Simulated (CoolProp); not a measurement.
Properties of propane along the isobar 5.28 MPa (Tc = 96.7 °C, pc = 4.251 MPa, ω = 0.152).

Model: reference Helmholtz-energy equation of state, Lemmon 2009, in CoolProp.

```tsv
T (°C)	phase	density (kg/m³)	Joule-Thomson coefficient (K/MPa)	expansivity (1/kK)	Prandtl number
32.65	liquid	___	-0.06023	3.010	___
53.05	liquid	460.5	0.1838	3.818	2.68
73.45	liquid	419.8	0.6596	5.497	2.65
93.85	liquid	358.9	2.087	11.52	2.84
114.35	supercritical	170.7	11.51	41.40	2.71
134.75	supercritical	112.9	9.392	11.67	1.25
155.15	supercritical	93.82	7.455	7.286	1.03
175.55	supercritical	82.55	___	5.466	___
196.05	supercritical	___	5.158	4.446	0.876
216.45	supercritical	68.65	4.428	3.793	0.840
236.85	supercritical	63.86	3.856	3.332	___
257.25	supercritical	59.88	3.395	2.988	0.792
277.75	supercritical	56.48	3.015	2.719	0.774
```

Question: Fill in the missing entries.

Answer: 
- 32.65, density (kg/m³): 493.3
- 32.65, Prandtl number: 2.76
- 175.55, Joule-Thomson coefficient (K/MPa): 6.127
- 175.55, Prandtl number: 0.931
- 196.05, density (kg/m³): 74.64
- 236.85, Prandtl number: 0.813

Viscosity comes from a separate model (Vogel 1998). Thermal conductivity comes from a separate model (Marsh 2002).
